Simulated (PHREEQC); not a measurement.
**Arsenic or selenium liquor with alkaline etch or developer**

Solution A (5 mmol/kgw H2SeO4, 14 mmol/kgw H2SO4 and 160 mmol/kgw NaCl) is mixed with solution B (28 mmol/kgw KOH, 6.9 mmol/kgw H3BO3 and 12 mmol/kgw (CH3)4NCl) at 25 °C; shares are by mass of water, 1 kg in all. Oxygen alone is held at its pressure in air (log pO2 = -0.68). The system is closed to CO2. Precipitation was switched off in this run.

Model: ion-association model, wateq4f.dat, run in PHREEQC.

### Question
Predict pH at share of solution B = 0.3, 0.6.

### Answer
| share of solution B | pH |
|---|---|
| 0.3 | 1.93 |
| 0.6 | 8.90 |

Complexes and solids missing from the database can't appear. (CH3)4N+ isn't in the database: it is added as a free cation with an ion size of 4 Å.
